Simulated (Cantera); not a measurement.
**Reactions in the system Cl-H-N-Sr**

Cantera with NASA thermochemical tables; ideal gases at 1 bar, condensed phases pure. Values are per mole of reaction as written; species without (g) are pure solids or liquids, kept so even where they would boil at 1 bar.

3 SrCl₂ + 2 NH₃(g) = N₂(g) + 3 Sr + 6 HCl(g)

| T (K) | ΔH° (kJ) | ΔS° (J/K) | ΔG° (kJ) | log10 K |
|---|---|---|---|---|
| 1998 | 1841.8 | 583.3 | 676.3 | -17.68 |
| 2023 | 1839.3 | 582.1 | 661.7 | -17.08 |
| 2048 | 1836.9 | 580.9 | 647.1 | -16.51 |
| 2073 | 1834.4 | 579.7 | 632.6 | -15.94 |
| 2098 | 1832.0 | 578.6 | 618.2 | -15.39 |
| 2123 | 1829.5 | 577.4 | 603.7 | -14.85 |
| 2148 | 1827.1 | 576.3 | 589.3 | -14.33 |
